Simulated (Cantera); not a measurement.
An isothermal, constant-pressure homogeneous reactor starts with CH₄ : H₂ = 1 : 2.7 (molar parts), at 1550 K and 0.0132 atm. Integrator tolerance rtol = 1e-08.

Model: GRI-Mech 3.0 (53 species, 325 reactions), integrated in Cantera. GRI-Mech 3.0 stops at C3 and has no aromatics, soot or wall deposition, so with more carbon than oxygen in the feed, carbon stays in small species such as C2H2 where larger ones or solid carbon would form. Radical loss at walls, strong at low pressure, is not modelled.

### Question
What does this change do: temperature 1550 to 1850 K?

### Answer
```csv
quantity,before,after
x(CH₄) at 3.00 s,0.129 (gas-phase equilibrium 0.00183),0.000387 (gas-phase equilibrium 0.000146)
x(H₂) at 3.00 s,0.815 (gas-phase equilibrium 0.892),0.889 (gas-phase equilibrium 0.889)
x(C₂H₄) at 3.00 s,0.000675 (gas-phase equilibrium 0.000218),2.09e-5 (gas-phase equilibrium 2.09e-5)
x(C₂H) at 3.00 s,2.53e-8 (gas-phase equilibrium 7.78e-8),5.66e-6 (gas-phase equilibrium 5.68e-6)
x(CH₃) at 3.00 s,0.000477 (gas-phase equilibrium 1.08e-5),3.86e-5 (gas-phase equilibrium 1.46e-5)
```
